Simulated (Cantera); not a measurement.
borazine + H2O + N2 (boron, boron nitride and boron oxide)

Input: 1 mol borazine, 12 mol H2O, 0.18 mol N2, at 13.3 mbar.

Equilibrium computed with Cantera from the NASA thermochemical tables; the gas is ideal and each condensed phase is pure. Candidate condensed phases: B, BN, B2O3, B3O3H3, H2O; 39 gas species. The feed counts by its element totals alone. Gases not in the tables: H3BO3. Rates play no part.

```csv
T (K),log p H2,log p H2O,log p HBO2,log p N2,n B2O3(l)
1198,-2.22,-2.23,-4.21,-2.87,1.45
1273,-2.22,-2.23,-3.77,-2.87,1.39
1348,-2.23,-2.24,-3.39,-2.88,1.24
1423,-2.24,-2.27,-3.06,-2.89,0.932
1498,-2.25,-2.32,-2.78,-2.90,0.367
1573,-2.26,-2.35,-2.68,-2.91,0
1648,-2.26,-2.35,-2.68,-2.91,0
```
log p: log10 of the partial pressure in bar; n: condensed amount in mol.

From 1198 K to 1498 K the condensed part is B2O3(l). From 1573 K to 1648 K nothing is condensed.
